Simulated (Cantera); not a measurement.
An isothermal, constant-pressure homogeneous reactor starts with 3.03 % C2H6, 97.0 % H2, at 1350 K and 101000 Pa.

Model: GRI-Mech 3.0 (53 species, 325 reactions), integrated in Cantera. GRI-Mech 3.0 stops at C3 and has no aromatics, soot or wall deposition, so with more carbon than oxygen in the feed, carbon stays in small species such as C2H2 where larger ones or solid carbon would form.

x: mole fraction; the columns are a selection and need not sum to one.

```json
[
 {"t (s)": "0.000200", "x C2H6": "0.0214", "x H2": "0.968", "x C2H4": "0.00666", "x H": "___", "x CH4": "0.00364"},
 {"t (s)": "0.000632", "x C2H6": "0.00857", "x H2": "0.965", "x C2H4": "0.0159", "x H": "___", "x CH4": "0.00987"},
 {"t (s)": "0.00200", "x C2H6": "0.00148", "x H2": "0.963", "x C2H4": "0.0198", "x H": "___", "x CH4": "0.0138"},
 {"t (s)": "0.00632", "x C2H6": "0.000513", "x H2": "0.963", "x C2H4": "0.0182", "x H": "___", "x CH4": "0.0153"},
 {"t (s)": "0.0200", "x C2H6": "0.000388", "x H2": "0.962", "x C2H4": "0.0146", "x H": "___", "x CH4": "0.0176"},
 {"t (s)": "0.0632", "x C2H6": "0.000283", "x H2": "0.959", "x C2H4": "0.0109", "x H": "___", "x CH4": "0.0219"},
 {"t (s)": "0.200", "x C2H6": "0.000213", "x H2": "0.955", "x C2H4": "0.00831", "x H": "___", "x CH4": "0.0297"},
 {"t (s)": "0.632", "x C2H6": "0.000128", "x H2": "0.949", "x C2H4": "0.00514", "x H": "___", "x CH4": "0.0415"},
 {"t (s)": "2.00", "x C2H6": "4.65e-5", "x H2": "0.943", "x C2H4": "0.00197", "x H": "___", "x CH4": "0.0533"},
 {"t (s)": "6.32", "x C2H6": "1.01e-5", "x H2": "0.940", "x C2H4": "0.000396", "x H": "2.47e-6", "x CH4": "0.0591"},
 {"t (s)": "20.0", "x C2H6": "6.68e-6", "x H2": "0.940", "x C2H4": "0.000228", "x H": "2.31e-6", "x CH4": "0.0598"}
]
```

Q: Fill in the missing entries.

A: 
- 0.000200, x H: 5.49e-5
- 0.000632, x H: 4.97e-5
- 0.00200, x H: 2.87e-5
- 0.00632, x H: 1.73e-5
- 0.0200, x H: 1.50e-5
- 0.0632, x H: 1.24e-5
- 0.200, x H: 9.69e-6
- 0.632, x H: 6.63e-6
- 2.00, x H: 3.90e-6
